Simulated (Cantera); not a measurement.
A perfectly stirred reactor is fed with CH4 : CO : O2 : N2 = 1 : 0.13 : 2.06 : 7.76 (molar parts), at 7500 Torr; it is adiabatic with a 450 K inlet, and is followed from long to short residence time, starting on the burning branch (τ in s: 0.24, 0.084, 0.029, 0.01, 0.0036, 0.0012, 0.00043, 0.00015, 5.2e-05, 1.8e-05).

Detailed kinetics in Cantera: GRI-Mech 3.0 (53 species, 325 reactions).

Q: What does this change do: pressure from 7500 Torr to 750 Torr?

A: 
```
quantity                                                                      before                                after
------------------------------------------------  ----------------------------------  -----------------------------------
blow-out, bracketed by the residence times tried  burning at 52.0 µs, out at 18.0 µs  burning at 0.150 ms, out at 52.0 µs
x(CH4) at τ = 0.240 s                                                        2.94e-7                              1.22e-6
x(CO) at τ = 0.240 s                                                         0.00855                               0.0139
x(O2) at τ = 0.240 s                                                         0.00356                              0.00681
x(NO) at τ = 0.240 s                                                         0.00204                              0.00196
x(HO2) at τ = 0.240 s                                                        1.09e-6                              8.49e-7
x(CH4) at τ = 1.20 ms                                                        3.41e-5                              8.04e-5
x(CO) at τ = 1.20 ms                                                          0.0126                               0.0280
x(O2) at τ = 1.20 ms                                                         0.00690                               0.0174
x(NO) at τ = 1.20 ms                                                        0.000483                             0.000183
x(HO2) at τ = 1.20 ms                                                        3.01e-6                              3.98e-6
```
